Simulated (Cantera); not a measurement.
An adiabatic, constant-pressure homogeneous reactor starts with CH₄ : O₂ : N₂ : CO₂ = 1 : 2.06 : 7.75 : 0.27 (molar parts), equivalence ratio 0.97, at 1750 K and 500000 Pa. Integrator tolerance rtol = 1e-08.

Detailed kinetics in Cantera: GRI-Mech 3.0 (53 species, 325 reactions).

What does this change do: constant volume in place of constant pressure?


```tsv
quantity	before	after
time of steepest temperature rise	41.6 µs	38.7 µs
temperature at 0.700 s	2897 K	3061 K
equilibrium temperature	2897 K	3061 K
x(CH₄) at 0.700 s	<1e-12 (gas-phase equilibrium <1e-12)	<1e-12 (gas-phase equilibrium <1e-12)
x(O₂) at 0.700 s	0.0221 (gas-phase equilibrium 0.0221)	0.0236 (gas-phase equilibrium 0.0236)
x(CO₂) at 0.700 s	0.0654 (gas-phase equilibrium 0.0654)	0.0577 (gas-phase equilibrium 0.0577)
x(NO₂) at 0.700 s	5.66e-6 (gas-phase equilibrium 5.66e-6)	8.89e-6 (gas-phase equilibrium 8.89e-6)
x(OH) at 0.700 s	0.0194 (gas-phase equilibrium 0.0194)	0.0237 (gas-phase equilibrium 0.0237)
x(C₂H₆) at 0.700 s	<1e-12 (gas-phase equilibrium <1e-12)	<1e-12 (gas-phase equilibrium <1e-12)
```
Above 3000 K some thermodynamic fits are extrapolated.

What does this change do: pressure from 500000 Pa to 101000 Pa?


| quantity | before | after |
|---|---|---|
| time of steepest temperature rise | 41.6 µs | 0.157 ms |
| temperature at 0.700 s | 2897 K | 2776 K |
| equilibrium temperature | 2897 K | 2776 K |
| x(CH₄) at 0.700 s | <1e-12 (gas-phase equilibrium <1e-12) | <1e-12 (gas-phase equilibrium <1e-12) |
| x(O₂) at 0.700 s | 0.0221 (gas-phase equilibrium 0.0221) | 0.0260 (gas-phase equilibrium 0.0260) |
| x(CO₂) at 0.700 s | 0.0654 (gas-phase equilibrium 0.0654) | 0.0588 (gas-phase equilibrium 0.0588) |
| x(NO₂) at 0.700 s | 5.66e-6 (gas-phase equilibrium 5.66e-6) | 2.78e-6 (gas-phase equilibrium 2.78e-6) |
| x(OH) at 0.700 s | 0.0194 (gas-phase equilibrium 0.0194) | 0.0219 (gas-phase equilibrium 0.0219) |
| x(C₂H₆) at 0.700 s | <1e-12 (gas-phase equilibrium <1e-12) | <1e-12 (gas-phase equilibrium <1e-12) |
